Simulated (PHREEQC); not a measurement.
# Arsenic or selenium liquor (model solution)

A solution holds 0.049 mol/kgw Na2SeO4, 0.00039 mol/kgw HCl and 0.0059 mol/kgw FeCl3, at 25 °C. Closed to the air; pH follows from the charge balance.

Computed with PHREEQC (ion-association model, wateq4f.dat).

* **pH**: 2.65
* **ionic strength**: 0.174 mol/kgw
* **total alkalinity**: -12.2 meq/kg

```
species  molality  activity   log γ
-------  --------  --------  ------
Na+        0.0980    0.0736  -0.124
SeO4-2     0.0469    0.0150  -0.494
Cl-        0.0178    0.0129  -0.141
H+        0.00282   0.00226  -0.095
HSeO4-    0.00207   0.00155  -0.124
FeOH+2    0.00184  0.000574  -0.505
Fe+3      0.00145  0.000201  -0.857
```

This is a speciation only: nothing precipitates in the calculation. Examples of supersaturated solids here: Hematite (slow to form), Goethite (slow to form). Others may be too. Species that the database lacks are ignored.
